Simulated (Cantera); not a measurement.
Cantera run, input and output.

```python
import numpy as np
import cantera as ct

gas = ct.Solution("gri30.yaml")
gas.TPX = 950, 84000, {'H2': 1.4, 'O2': 1, 'N2': 13}
reactor = ct.IdealGasConstPressureReactor(gas, energy="off", clone=False)
net = ct.ReactorNet([reactor])
net.rtol, net.atol = 1e-08, 1e-18
show = ['H2', 'O2', 'NO2', 'H2O2', 'O', 'N2O', 'NO']
times = np.geomspace(4e-05, 30, 11)

steps = ct.SolutionArray(gas, extra=["t"])
rows = []
print(f"{'t/s':>10s}{'T/K':>9s}{'P/Pa':>11s}" + "".join(f"{s:>11s}" for s in show))
for t in times:
    while net.time < t:
        t_next = net.step()
        steps.append(gas.state, t=t_next)
    rows.append([np.interp(t, steps.t, y) for y in (steps.T, steps.P, *steps(*show).X.T)])
    print(f"{t:10.3e}{rows[-1][0]:9.1f}{rows[-1][1]:11.4g}" + "".join(f"{x:11.3e}" for x in rows[-1][2:]))
rate = np.gradient(steps.T, steps.t)
print("integrator steps:", len(steps.t))
if steps.T.max() > steps.T[0] + 200:
    print(f"time of steepest temperature rise: {steps.t[rate.argmax()]:.4e} s")
gas.TPX = 950, 84000, {'H2': 1.4, 'O2': 1, 'N2': 13}
gas.equilibrate("TP")
print(f"equilibrium (TP): T = {gas.T:.1f} K  " + "  ".join(f"{s} {gas[s].X[0]:.3e}" for s in show))
```

It prints:

```
       t/s      T/K       P/Pa         H2         O2        NO2       H2O2          O        N2O         NO
 4.000e-05    950.0    8.4e+04  9.091e-02  6.494e-02  1.047e-32  3.062e-14  3.533e-12  3.816e-18  8.119e-25
 1.547e-04    950.0    8.4e+04  9.091e-02  6.494e-02  1.979e-29  8.940e-13  1.857e-11  7.913e-17  5.108e-23
 5.985e-04    950.0    8.4e+04  9.091e-02  6.494e-02  2.599e-25  5.613e-11  1.860e-10  2.365e-15  1.192e-20
 2.315e-03    950.0    8.4e+04  9.089e-02  6.492e-02  1.214e-16  1.592e-07  1.573e-07  2.181e-12  7.194e-15
 8.955e-03    950.0    8.4e+04  2.115e-02  3.074e-02  4.256e-08  2.465e-05  7.633e-08  1.027e-08  3.459e-08
 3.464e-02    950.0    8.4e+04  2.050e-02  3.041e-02  3.292e-08  5.578e-05  1.779e-07  1.053e-08  4.424e-08
 1.340e-01    950.0    8.4e+04  1.614e-02  2.827e-02  3.031e-08  6.926e-05  2.302e-07  1.229e-08  4.691e-08
 5.183e-01    950.0    8.4e+04  6.681e-03  2.365e-02  3.906e-08  3.930e-05  1.714e-07  1.826e-08  3.841e-08
 2.005e+00    950.0    8.4e+04  5.234e-04  2.066e-02  6.337e-08  3.487e-06  3.831e-08  2.991e-08  1.436e-08
 7.756e+00    950.0    8.4e+04  3.259e-05  2.042e-02  7.529e-08  4.491e-08  8.305e-10  3.329e-08  2.465e-09
 3.000e+01    950.0    8.4e+04  3.596e-06  2.041e-02  7.641e-08  1.178e-09  3.225e-11  3.313e-08  1.353e-09
integrator steps: 2014
equilibrium (TP): T = 950.0 K  H2 1.334e-11  O2 2.041e-02  NO2 1.288e-07  H2O2 1.791e-11  O 4.985e-12  N2O 4.905e-10  NO 5.825e-06
```

Cantera simulation using GRI-Mech 3.0 (53 species, 325 reactions); the numbers are that mechanism's predictions, not measurements. The temperature is held fixed by assumption; the heat of reaction is taken as removed at once.
